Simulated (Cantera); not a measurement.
An isothermal, constant-pressure homogeneous reactor starts with NO : N₂ = 1 : 4.6 (molar parts), at 1825 K and 0.100 bar. Integrator tolerance rtol = 1e-08.

Model: GRI-Mech 3.0 (53 species, 325 reactions), integrated in Cantera.

```json
[
 {"quantity": "x(NO) at 300 s", "before": "0.00563 (gas-phase equilibrium 0.00315)", "after": "0.00668 (gas-phase equilibrium 0.00476)"},
 {"quantity": "x(NO₂) at 300 s", "before": "2.72e-6 (gas-phase equilibrium 1.53e-6)", "after": "5.38e-6 (gas-phase equilibrium 3.84e-6)"},
 {"quantity": "x(O₂) at 300 s", "before": "0.0864 (gas-phase equilibrium 0.0876)", "after": "0.241 (gas-phase equilibrium 0.242)"},
 {"quantity": "x(N₂) at 300 s", "before": "0.908 (gas-phase equilibrium 0.909)", "after": "0.752 (gas-phase equilibrium 0.753)"},
 {"quantity": "x(N₂O) at 300 s", "before": "6.87e-8 (gas-phase equilibrium 6.13e-8)", "after": "9.13e-8 (gas-phase equilibrium 8.43e-8)"}
]
```

Q: Name the change that produced these shifts.
(A) temperature 1825 to 2150 K
(B) temperature 1825 to 1975 K
(C) NO 1 to 4.4 parts
(D) pressure from 0.100 bar to 0.0267 bar

A: C, NO 1 to 4.4 parts
